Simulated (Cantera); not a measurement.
A Cantera script and its output.

```python
import numpy as np
import cantera as ct

gas = ct.Solution("gri30.yaml")
gas.TPX = 375, 101325, {'CH4': 1, 'O2': 1.43, 'N2': 5.37}
flame = ct.FreeFlame(gas, width=0.04)
flame.set_refine_criteria(ratio=3, slope=0.08, curve=0.16)
flame.transport_model = "mixture-averaged"
flame.solve(loglevel=0, auto=True)
z, T = flame.grid, flame.T
thick = (T[-1] - T[0]) / np.gradient(T, z).max()
show = ['CH4', 'O2', 'OH', 'H2O', 'HCN', 'O']
print(f"laminar burning velocity  {flame.velocity[0] * 100:.3f} cm/s")
print(f"burnt temperature         {T[-1]:.1f} K")
print(f"thermal thickness         {thick * 1e3:.4f} mm")
print(f"grid points               {len(z)}")
z0 = z[flame.heat_release_rate.argmax()]
print(f"{'z/mm':>9s}{'T/K':>9s}{'u/(m/s)':>9s}" + "".join(f"{s:>11s}" for s in show))
rows = []
for k in (-3, -2, -1.5, -1, -0.5, -0.25, 0, 0.25, 0.5, 1, 2, 4, 8):
    zz = z0 + k * thick
    rows.append([k * thick, np.interp(zz, z, T), np.interp(zz, z, flame.velocity),
                 *(np.interp(zz, z, flame.X[gas.species_index(s)]) for s in show)])
    print(f"{rows[-1][0] * 1e3:9.3f}{rows[-1][1]:9.1f}{rows[-1][2]:9.3f}" + "".join(f"{x:11.3e}" for x in rows[-1][3:]))
```

It prints:

```
laminar burning velocity  23.226 cm/s
burnt temperature         2031.0 K
thermal thickness         0.8025 mm
grid points               141
     z/mm      T/K  u/(m/s)        CH4         O2         OH        H2O        HCN          O
   -2.407    375.5    0.233  1.278e-01  1.828e-01  6.289e-13  6.206e-05  4.508e-10  1.783e-13
   -1.605    379.8    0.237  1.267e-01  1.816e-01  5.354e-11  6.150e-04  7.976e-09  3.130e-12
   -1.204    400.6    0.252  1.244e-01  1.794e-01  1.359e-09  3.144e-03  7.081e-08  2.842e-11
   -0.802    534.0    0.340  1.139e-01  1.686e-01  5.067e-08  1.888e-02  8.985e-07  1.593e-09
   -0.401   1036.3    0.677  7.531e-02  1.213e-01  3.526e-06  7.624e-02  7.372e-06  1.519e-06
   -0.201   1434.8    0.949  4.171e-02  7.576e-02  4.862e-05  1.216e-01  1.559e-05  2.086e-05
    0.000   1785.1    1.193  1.202e-02  2.937e-02  3.669e-04  1.621e-01  2.940e-05  8.737e-05
    0.201   1942.0    1.301  2.168e-03  7.322e-03  7.872e-04  1.780e-01  4.536e-05  8.288e-05
    0.401   1987.3    1.329  5.107e-04  1.687e-03  8.603e-04  1.799e-01  5.006e-05  4.579e-05
    0.802   2008.1    1.341  7.345e-05  1.321e-04  7.425e-04  1.781e-01  4.299e-05  2.287e-05
    1.605   2016.5    1.345  8.628e-06  1.876e-05  5.913e-04  1.770e-01  2.820e-05  1.396e-05
    3.210   2022.1    1.348  8.098e-07  9.879e-06  4.485e-04  1.770e-01  1.442e-05  7.954e-06
    6.420   2026.9    1.351  5.468e-08  4.675e-06  3.112e-04  1.773e-01  5.840e-06  3.782e-06
```

Computed with Cantera and GRI-Mech 3.0 (53 species, 325 reactions). Burning velocities carry a grid error of a few per cent, more on coarse grids.
